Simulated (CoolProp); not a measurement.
Vapour-liquid equilibrium of methanol (1) + toluene (2) at 83.95 °C; x and y are mole fractions of (1).

Model: multi-fluid Helmholtz-energy mixture model, de Reuck 1993 and Lemmon 2006; pair parameters Bell 2016, in CoolProp.

**Question.** Give the bubble pressure and the first vapour's composition at x = 0.125, 0.2, 0.575. Is there an azeotrope?

**Answer.** x = 0.125: 1.487 bar, y = 0.709; x = 0.2: 1.713 bar, y = 0.752; x = 0.575: 1.932 bar, y = 0.796. No azeotrope shows between x = 0.05 and 0.95.

Pair parameters are fitted to limited data, so mixtures are less certain than the pure fluids. With so large a gap from Raoult's law the liquid may split in two, which this calculation doesn't test in full.
